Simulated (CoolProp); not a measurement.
Vapour-liquid equilibrium of CHF3 (R23) (1) + R22 (2) at 268.6 K; x and y are mole fractions of (1).

Computed with CoolProp (multi-fluid Helmholtz-energy mixture model, Penoncello 2003 and Kamei 1995; pair parameters Bell 2016).

Give the bubble pressure and the first vapour's composition at x = 0.65, 0.8, 0.95. Is there an azeotrope?

x = 0.65: 1.575 MPa, y = 0.858; x = 0.8: 1.829 MPa, y = 0.919; x = 0.95: 2.102 MPa, y = 0.979. No azeotrope shows between x = 0.05 and 0.95.

Pair parameters are fitted to limited data, so mixtures are less certain than the pure fluids. The gap from Raoult's law changes sign with composition, which may be real or a fault of the pair parameters; it wasn't checked against measurements.
